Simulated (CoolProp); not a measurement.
Isopentane along the isobar 130 bar: fugacity coefficient from the reference equation and from simpler models built on Tc = 187.2 °C, pc = 33.78 bar, ω = 0.227; each cubic takes its own stable root.

Model: reference Helmholtz-energy equation of state, Lemmon 2006, in CoolProp. It is a short technical equation, of lower accuracy than the large ones.

```json
[
 {"T (°C)": "-1.25", "phase": "liquid", "reference": "0.004675", "van der Waals": "0.05125", "Redlich-Kwong": "0.008804", "Soave-Redlich-Kwong": "0.004824", "Peng-Robinson": "0.004578"},
 {"T (°C)": "19.45", "phase": "liquid", "reference": "0.01027", "van der Waals": "0.07150", "Redlich-Kwong": "0.01767", "Soave-Redlich-Kwong": "0.01066", "Peng-Robinson": "0.009993"},
 {"T (°C)": "40.15", "phase": "liquid", "reference": "0.01985", "van der Waals": "0.09526", "Redlich-Kwong": "0.03143", "Soave-Redlich-Kwong": "0.02074", "Peng-Robinson": "0.01928"},
 {"T (°C)": "60.95", "phase": "liquid", "reference": "0.03472", "van der Waals": "0.1224", "Redlich-Kwong": "0.05095", "Soave-Redlich-Kwong": "0.03650", "Peng-Robinson": "0.03374"},
 {"T (°C)": "81.65", "phase": "liquid", "reference": "0.05574", "van der Waals": "0.1522", "Redlich-Kwong": "0.07639", "Soave-Redlich-Kwong": "0.05893", "Peng-Robinson": "0.05427"},
 {"T (°C)": "102.45", "phase": "liquid", "reference": "0.08370", "van der Waals": "0.1845", "Redlich-Kwong": "0.1079", "Soave-Redlich-Kwong": "0.08895", "Peng-Robinson": "0.08174"},
 {"T (°C)": "123.15", "phase": "liquid", "reference": "0.1185", "van der Waals": "0.2187", "Redlich-Kwong": "0.1447", "Soave-Redlich-Kwong": "0.1264", "Peng-Robinson": "0.1161"},
 {"T (°C)": "143.85", "phase": "liquid", "reference": "0.1598", "van der Waals": "0.2543", "Redlich-Kwong": "0.1861", "Soave-Redlich-Kwong": "0.1711", "Peng-Robinson": "0.1571"},
 {"T (°C)": "164.65", "phase": "liquid", "reference": "0.2071", "van der Waals": "0.2911", "Redlich-Kwong": "0.2314", "Soave-Redlich-Kwong": "0.2223", "Peng-Robinson": "0.2042"},
 {"T (°C)": "185.35", "phase": "liquid", "reference": "0.2589", "van der Waals": "0.3283", "Redlich-Kwong": "0.2791", "Soave-Redlich-Kwong": "0.2782", "Peng-Robinson": "0.2557"},
 {"T (°C)": "206.15", "phase": "supercritical", "reference": "0.3141", "van der Waals": "0.3660", "Redlich-Kwong": "0.3283", "Soave-Redlich-Kwong": "0.3377", "Peng-Robinson": "0.3106"},
 {"T (°C)": "226.85", "phase": "supercritical", "reference": "0.3707", "van der Waals": "0.4032", "Redlich-Kwong": "0.3777", "Soave-Redlich-Kwong": "0.3983", "Peng-Robinson": "0.3668"}
]
```
